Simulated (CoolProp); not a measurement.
A simple Rankine cycle with C3F8 (R218): condensing at 291.15 K, boiler at 1.73 MPa, turbine inlet 341.2 K, turbine efficiency 0.65, pump efficiency 0.7, no recuperator. Each further row changes one setting.

Values from CoolProp's reference Helmholtz-energy equation of state, Lemmon 2006. It is a short technical equation, of lower accuracy than the large ones.

```
case                             thermal efficiency (%)  net work (kJ/kg)  heat in (kJ/kg)  turbine exit temperature (K)  volume ratio over the turbine
-------------------------------  ----------------------  ----------------  ---------------  ----------------------------  -----------------------------
as stated                                           4.9              5.56              113                         321.3                           2.82
turbine inlet 361.2 K                               4.8              6.45              134                         343.7                           2.66
condensing temperature 283.15 K                     6.0              7.29              122                         317.4                           3.62
boiler pressure 1.21 MPa                            3.2              3.79              120                         331.2                           1.79
turbine efficiency 0.55                             4.0              4.54              113                         322.5                           2.83
```
